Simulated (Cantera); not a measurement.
An adiabatic, constant-pressure homogeneous reactor starts with 2.32 % CH4, 14.9 % O2, 81.1 % N2, 1.67 % H2O, at 1700 K and 1.00 bar.

Cantera simulation using GRI-Mech 3.0 (53 species, 325 reactions); the numbers are that mechanism's predictions, not measurements.

Question: Predict: time of steepest temperature rise; temperature at 0.600 s; equilibrium temperature; x(O2) at 0.600 s; x(H2O) at 0.600 s; x(H2) at 0.600 s.

Answer: 
| Item | Value |
|---|---|
| time of steepest temperature rise | 0.239 ms |
| temperature at 0.600 s | 2161 K |
| equilibrium temperature | 2158 K |
| x(O2) at 0.600 s | 0.0989 (gas-phase equilibrium 0.0982) |
| x(H2O) at 0.600 s | 0.0613 (gas-phase equilibrium 0.0614) |
| x(H2) at 0.600 s | 0.000175 (gas-phase equilibrium 0.000173) |
